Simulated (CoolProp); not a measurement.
Vapour-liquid equilibrium of sulfur dioxide (1) + toluene (2) at 70.7 kPa; x and y are mole fractions of (1).

Values from CoolProp's multi-fluid Helmholtz-energy mixture model, Gao 2016 and Lemmon 2006; pair parameters Bell 2016.

```csv
x,bubble temperature (°C),y at the bubble point,dew temperature at overall composition x (°C),liquid density (mol/L)
0.05,68.0,0.654,96.7,9.201
0.2,24.9,0.957,91.4,10.70
0.35,6.8,0.987,85.2,12.18
0.5,-3.1,0.995,77.8,13.88
0.65,-9.1,0.998,68.3,15.91
0.8,-13.3,0.999,54.9,18.46
0.95,-16.7,1.000,27.3,21.78
```

No azeotrope shows between x = 0.05 and 0.95.

The pair parameters rest on a limited set of measurements; away from them the model extrapolates. The gap from Raoult's law changes sign with composition, which may be real or a fault of the pair parameters; it wasn't checked against measurements.
